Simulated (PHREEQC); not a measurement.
**Copper plating or etch bath: an equilibrium model**

Consider water at 25 °C with 1.2 mmol/kgw Cu(BF4)2. It is in equilibrium with CO2 at log p = -3.5 (atm). Otherwise closed; pH follows from the charge balance.

Computed with PHREEQC (ion-association model, phreeqc.dat).

Precipitation was switched off in this run.

Task: What pH does the model give?

Result: pH 3.05.

Task: In which forms is Cu present?

Result: Cu+2 98 %, CuF+ 2.5 % of the Cu.

Real BF4- forms and hydrolyses slowly; the run takes it at equilibrium.
